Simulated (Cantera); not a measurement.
Charge: 1 mol Si, 7.8 mol Br2, 8.2 mol N2, at 1000 Pa.

Method: chemical equilibrium by Gibbs-energy minimisation in Cantera with the NASA 1993 tables (ideal gas, pure condensed phases). Candidate condensed phases: Br2, Si, Si3N4; 13 gas species. The numbers say what is thermodynamically allowed, not how fast it happens. All values below are at 1100 K.

Base state: N2 0.521, Br2 0.321, Br 0.0950, SiBr4 0.0635 (mole fractions); condensed: gas only.

Task: What changes in the equilibrium state with this change: pressure from 1000 Pa to 4700 Pa?

Result: 
| species | before | after |
|---|---|---|
| N2 | 0.521 | 0.534 |
| Br2 | 0.321 | 0.355 |
| SiBr4 | 0.0635 | 0.0651 |
| Br | 0.0950 | 0.0461 |
